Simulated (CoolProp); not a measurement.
Vapour-liquid equilibrium of R125 (1) + R134a (2) at 1.19 MPa; x and y are mole fractions of (1).

Computed with CoolProp (multi-fluid Helmholtz-energy mixture model, Lemmon 2005 and Tillner-Roth 1994; pair parameters Lemmon 2004).

**Question.** Give the bubble temperature and the first vapour's composition at x = 0.2, 0.5, 0.95. Is there an azeotrope?

**Answer.** x = 0.2: 39.2 °C, y = 0.297; x = 0.5: 30.7 °C, y = 0.627; x = 0.95: 20.5 °C, y = 0.969. No azeotrope shows between x = 0.05 and 0.95.

The pair parameters rest on a limited set of measurements; away from them the model extrapolates.
